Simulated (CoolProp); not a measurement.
cis-2-butene at 516.78 K and 16.9 MPa is throttled through a valve to 7.87 MPa with no heat exchange. Each further row changes one setting.

Model: reference Helmholtz-energy equation of state, Lemmon 2005, in CoolProp. It is a short technical equation, of lower accuracy than the large ones.

```tsv
case	temperature change (K)	final phase	final density (kg/m³)
as stated	___	supercritical	223
outlet pressure 2.36 MPa	___	gas	___
outlet pressure 10.2 MPa	-12.9	supercritical	279
```

Question: Some entries are withheld; supply them.

Answer: 
- as stated, temperature change (K): -23.9
- outlet pressure 2.36 MPa, temperature change (K): -79.7
- outlet pressure 2.36 MPa, final density (kg/m³): 47.2
